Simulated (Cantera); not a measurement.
Moist CO burnout

An isothermal, constant-pressure homogeneous reactor starts with CO : O2 : H2O : N2 = 0.0059 : 0.032 : 0.022 : 1 (molar parts), equivalence ratio 0.092, at 1323 K and 100.0 Torr.

Cantera simulation using GRI-Mech 3.0 (53 species, 325 reactions); the numbers are that mechanism's predictions, not measurements.

| t (s) | x CO | x O2 | x H2O | x H2 | x NO2 |
|---|---|---|---|---|---|
| 0.000200 | 0.00557 | 0.0302 | 0.0208 | 2.10e-12 | <1e-12 |
| 0.000971 | 0.00557 | 0.0302 | 0.0208 | 2.53e-10 | <1e-12 |
| 0.00472 | 0.00556 | 0.0302 | 0.0208 | 1.30e-7 | <1e-12 |
| 0.0229 | 0.000566 | 0.0275 | 0.0199 | 0.000315 | 1.95e-11 |
| 0.111 | 1.25e-5 | 0.0275 | 0.0207 | 1.45e-5 | 2.46e-10 |
| 0.540 | 6.28e-7 | 0.0275 | 0.0208 | 9.27e-7 | 3.91e-10 |
| 2.62 | 7.09e-8 | 0.0275 | 0.0208 | 1.29e-7 | 3.06e-10 |
| 12.7 | 2.35e-8 | 0.0275 | 0.0208 | 4.69e-8 | 3.80e-10 |
| 61.8 | 2.23e-8 | 0.0275 | 0.0208 | 4.49e-8 | 3.89e-10 |
| 300 | 2.23e-8 | 0.0275 | 0.0208 | 4.49e-8 | 3.94e-10 |
x: mole fraction; the columns are a selection and need not sum to one.

Equilibrium at this temperature and pressure: CO 2.24e-8, O2 0.0274, H2O 0.0208, H2 4.49e-8, NO2 2.37e-7 (gas phase only).
